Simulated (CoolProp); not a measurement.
Values from CoolProp's reference Helmholtz-energy equation of state, Schroeder 2014.

**Question.** Give the vapour pressure (MPa), enthalpy of vaporisation (kJ/kg), liquid cp (kJ/(kg K)), liquid conductivity (mW/(m K)) of saturated ethanol at 145.35, 204.85 °C.

**Answer.** 
```json
[
 {"T (°C)": "145.35", "p (MPa)": "0.872", "enthalpy of vaporisation (kJ/kg)": "702", "liquid cp (kJ/(kg K))": "3.77", "liquid conductivity (mW/(m K))": "144"},
 {"T (°C)": "204.85", "p (MPa)": "3.27", "enthalpy of vaporisation (kJ/kg)": "483", "liquid cp (kJ/(kg K))": "4.87", "liquid conductivity (mW/(m K))": "134"}
]
```

Thermal conductivity comes from a separate model (Assael 2013).
